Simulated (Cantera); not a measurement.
A closed system holds: 1 mol AlBr3, 0.7 mol N2, 1.2 mol H2, at 3.90 mbar.

Method: chemical equilibrium by Gibbs-energy minimisation in Cantera with the NASA 1993 tables (ideal gas, pure condensed phases). Candidate condensed phases: Al, AlBr3, AlN, Br2; 19 gas species. Equilibrium is a limit: real reactors are often held back by kinetics, nucleation or transport.

Question: At 1500 K, list the 5 most abundant gas species with their mole fractions, and the condensed phases.

Answer: H2 0.334, AlBr3 0.276, N2 0.221, HBr 0.130, AlBr 0.0327. Condensed: AlN(s).
